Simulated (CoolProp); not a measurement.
Sulfur hexafluoride along the isobar 0.829 MPa: density (kg/m³) from the reference equation and from simpler models built on Tc = 318.7 K, pc = 3.755 MPa, ω = 0.210; each cubic takes its own stable root.

Computed with CoolProp (reference Helmholtz-energy equation of state, Guder 2009).

| T (K) | phase | reference |
|---|---|---|
| 304.1 | gas | 52.78 |
| 342.8 | gas | 45.20 |
| 381.5 | gas | 39.79 |
| 420.3 | gas | 35.65 |
| 459 | gas | 32.36 |
| 497.8 | gas | 29.66 |
| 536.5 | gas | 27.40 |
| 575.3 | gas | 25.47 |
| 614 | gas | 23.81 |

Problem. How far does each simpler model (ideal gas, van der Waals, Redlich-Kwong, Soave-Redlich-Kwong, Peng-Robinson) lie from the reference over these 9 states: mean and median of the absolute difference, and the worst?

Solution. 
- ideal gas: mean 3.0 %, median 1.9 %, worst -9.3 % at 304.1 K and 0.829 MPa
- van der Waals: mean 0.7 %, median 0.7 %, worst -1.5 % at 304.1 K and 0.829 MPa
- Redlich-Kwong: mean 0.4 %, median 0.5 %, worst +0.5 % at 459 K and 0.829 MPa
- Soave-Redlich-Kwong: mean 0.1 %, median 0.1 %, worst -0.2 % at 614 K and 0.829 MPa
- Peng-Robinson: mean 0.5 %, median 0.4 %, worst +1.1 % at 304.1 K and 0.829 MPa
